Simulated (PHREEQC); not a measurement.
A solution holds 0.0027 mol HF per kg of water, at 25 °C. Closed to the air; pH follows from the charge balance.

Equilibrium calculation in PHREEQC: ion-association model, phreeqc.dat.

This is a speciation only: nothing precipitates in the calculation.

What pH, ionic strength, specific conductance does the model give?

pH 2.98; ionic strength 0.00108 mol/kgw; specific conductance 425 µS/cm.

In which forms is F present?

HF 60 %, F- 40 % of the F.

Species that the database lacks are ignored.
